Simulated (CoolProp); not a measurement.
Vapour-liquid equilibrium of R22 (1) + n-hexane (2) at -0.45 °C; x and y are mole fractions of (1).

Computed with CoolProp (multi-fluid Helmholtz-energy mixture model, Kamei 1995 and Thol 2019; pair parameters Bell 2016).

Task: Give the bubble pressure and the first vapour's composition at x = 0.275, 0.575, 0.8. Is there an azeotrope?

Result: x = 0.275: 0.1965 MPa, y = 0.975; x = 0.575: 0.3247 MPa, y = 0.988; x = 0.8: 0.4019 MPa, y = 0.994. No azeotrope shows between x = 0.05 and 0.95.

Pair parameters are fitted to limited data, so mixtures are less certain than the pure fluids. With so large a gap from Raoult's law the liquid may split in two, which this calculation doesn't test in full.
